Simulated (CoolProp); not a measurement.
Values from CoolProp's reference Helmholtz-energy equation of state, Guder 2009.

Task: For sulfur hexafluoride, give the phase and the cp (kJ/(kg K)), viscosity (µPa s), conductivity (mW/(m K)) at 456.9 K and 0.235 MPa.

Result: 
- 456.9 K and 0.235 MPa: gas; cp 0.851, viscosity 22.1, conductivity 24.8

Viscosity comes from a separate model (Quiñones-Cisneros 2012). Thermal conductivity comes from a separate model (Assael 2012).
